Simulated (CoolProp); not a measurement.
R124 at 281.64 K and 0.122 MPa is compressed adiabatically to 0.295 MPa with isentropic efficiency 0.9. Each further row changes one setting.

Model: reference Helmholtz-energy equation of state, de Vries 1995, in CoolProp.

```
case             work (kJ/kg)  final temperature (K)  final density (kg/m³)
---------------  ------------  ---------------------  ---------------------
as stated                 [?]                  307.8                    [?]
efficiency 1             14.9                    [?]                    [?]
efficiency 0.65          23.0                    [?]                    [?]
```

Task: Fill in the missing entries.

Result: 
- as stated, work (kJ/kg): 16.6
- as stated, final density (kg/m³): 16.9
- efficiency 1, final temperature (K): 305.7
- efficiency 1, final density (kg/m³): 17.1
- efficiency 0.65, final temperature (K): 315.9
- efficiency 0.65, final density (kg/m³): 16.4
